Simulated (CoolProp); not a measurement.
Vapour pressure (bar) of R142b: the reference equation beside estimates from Tc = 410.3 K, pc = 40.55 bar, ω = 0.232. Clausius-Clapeyron is anchored at 267.9 K with a constant enthalpy of vaporisation of 22.21 kJ/mol.

Computed with CoolProp (reference Helmholtz-energy equation of state, Lemmon 2006). It is a short technical equation, of lower accuracy than the large ones.

```csv
T (K),reference,Lee-Kesler,Clausius-Clapeyron,van der Waals,Soave-Redlich-Kwong,Peng-Robinson
253.4,0.6449,0.6356,0.6683,4.156,0.6389,0.6489
258.3,0.7985,0.7891,0.8162,4.626,0.7921,0.8016
263.1,0.9757,0.9665,0.9857,5.119,0.9690,0.9775
267.9,1.182,1.174,1.182,5.647,1.176,1.183
272.7,1.422,1.414,1.409,6.209,1.415,1.420
277.5,1.697,1.692,1.670,6.808,1.692,1.693
282.3,2.012,2.009,1.966,7.443,2.008,2.005
287.1,2.370,2.370,2.304,8.116,2.368,2.360
291.9,2.775,2.778,2.684,8.828,2.776,2.762
296.7,3.230,3.237,3.113,9.579,3.236,3.215
301.6,3.751,3.762,3.603,10.39,3.763,3.733
306.4,4.320,4.337,4.140,11.22,4.340,4.300
```

Absolute difference from the reference over all 12 rows, mean and median: Lee-Kesler 0.5 and 0.3 %, Clausius-Clapeyron 2.5 and 2.5 %, van der Waals 310.6 and 285.6 %, Soave-Redlich-Kwong 0.4 and 0.4 %, Peng-Robinson 0.4 and 0.4 %.
